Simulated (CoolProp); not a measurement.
Vapour-liquid equilibrium of R143a (1) + isobutane (2) at 0.0461 MPa; x and y are mole fractions of (1).

The numbers come from the multi-fluid Helmholtz-energy mixture model, Lemmon and Jacobsen 2000 and Bücker 2006; pair parameters Bell 2016 in CoolProp.

Task: Give the bubble temperature and the first vapour's composition at x = 0.15, 0.35, 0.65. Is there an azeotrope?

Result: x = 0.15: -55.7 °C, y = 0.763; x = 0.35: -60.5 °C, y = 0.836; x = 0.65: -61.5 °C, y = 0.858. No azeotrope shows between x = 0.05 and 0.95.

Pair parameters are fitted to limited data, so mixtures are less certain than the pure fluids. With so large a gap from Raoult's law the liquid may split in two, which this calculation doesn't test in full.
